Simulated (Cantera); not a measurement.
A freely propagating, adiabatic, planar premixed flame of CH₄ : C₂H₆ : O₂ : N₂ = 1 : 0.23 : 3.6 : 13.5 (molar parts), equivalence ratio 0.78, unburnt at 348 K and 0.132 atm; mixture-averaged transport, grid criteria slope 0.08 and curve 0.16, no radiation.

Model: GRI-Mech 3.0 (53 species, 325 reactions), integrated in Cantera. Burning velocities carry a grid error of a few per cent, more on coarse grids.

x: mole fraction of selected species; z is measured from the peak of heat release.

```
z (mm)  T (K)  u (m/s)    x CH₄    x C₂H₆    x O₂     x NO     x H₂O      x O
------  -----  -------  -------  --------  ------  -------  --------  -------
-7.53     348    0.594   0.0545    0.0125   0.196    <1e-8   3.34e-6    <1e-8
-5.02     348    0.595   0.0545    0.0125   0.196    <1e-8   6.13e-5    <1e-8
-3.76     351    0.601   0.0543    0.0125   0.196    <1e-8  0.000415    <1e-8
-2.51     388    0.666   0.0528    0.0124   0.193  1.46e-8   0.00447  4.25e-8
-1.25     738     1.29   0.0403   0.00958   0.167  2.93e-7    0.0382  4.36e-6
-0.627   1123     1.98   0.0244   0.00443   0.132  7.32e-7    0.0735  8.57e-5
0        1479     2.63  0.00708  0.000316  0.0913  1.51e-6     0.108  0.00115
0.627    1615     2.87      ___       ___     ___      ___     0.124      ___
1.25     1648     2.92  4.24e-5     <1e-8  0.0585  3.06e-6     0.127  0.00621
2.51     1680     2.96  2.00e-7     <1e-8  0.0533  3.91e-6     0.127  0.00689
5.02     1722     3.02    <1e-8     <1e-8  0.0506      ___     0.127  0.00654
10.0     1777     3.11    <1e-8     <1e-8  0.0490  7.46e-6     0.130  0.00546
20.1     1841     3.21    <1e-8     <1e-8  0.0474  1.10e-5     0.134  0.00402
```

Q: Some entries are withheld; supply them.

A: 
- 0.627, x CH₄: 0.000725
- 0.627, x C₂H₆: 1.41e-6
- 0.627, x O₂: 0.0673
- 0.627, x NO: 2.42e-6
- 0.627, x O: 0.00432
- 5.02, x NO: 5.25e-6
